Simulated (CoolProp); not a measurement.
Saturated liquid density (kg/m³) of methane: the reference equation beside estimates from Tc = 190.6 K, pc = 4.599 MPa, ω = 0.011. Rackett uses Z = 0.29056 − 0.08775 ω.

Computed with CoolProp (reference Helmholtz-energy equation of state, Setzmann 1991).

| T (K) | reference | Rackett | van der Waals | Redlich-Kwong | Soave-Redlich-Kwong | Peng-Robinson |
|---|---|---|---|---|---|---|
| 101.8 | 436.4 | 435.6 | 299.3 | 443.4 | 436.6 | 492.0 |
| 106.8 | 429.4 | 428.5 | 294.6 | 435.4 | 428.9 | 483.7 |
| 111.7 | 422.3 | 421.4 | 289.7 | 427.2 | 421.0 | 475.2 |
| 116.7 | 414.9 | 413.9 | 284.6 | 418.3 | 412.6 | 466.0 |
| 121.6 | 407.4 | 406.4 | 279.4 | 409.2 | 403.9 | 456.5 |
| 126.5 | 399.7 | 398.6 | 273.9 | 399.7 | 394.8 | 446.5 |
| 131.5 | 391.6 | 390.4 | 268.1 | 389.4 | 384.9 | 435.6 |
| 136.4 | 383.2 | 382.0 | 262.1 | 378.8 | 374.7 | 424.3 |
| 141.4 | 374.3 | 373.1 | 255.7 | 367.3 | 363.7 | 412.0 |
| 146.3 | 365.2 | 364.0 | 249.0 | 355.3 | 352.2 | 399.0 |
| 151.2 | 355.5 | 354.3 | 241.9 | 342.5 | 339.9 | 385.1 |
| 156.2 | 344.9 | 343.8 | 234.1 | 328.6 | 326.4 | 369.7 |

Absolute difference from the reference over all 12 rows, mean and median: Rackett 0.3 and 0.3 %, van der Waals 31.6 and 31.5 %, Redlich-Kwong 1.7 and 1.3 %, Soave-Redlich-Kwong 1.9 and 1.5 %, Peng-Robinson 10.9 and 11.5 %.
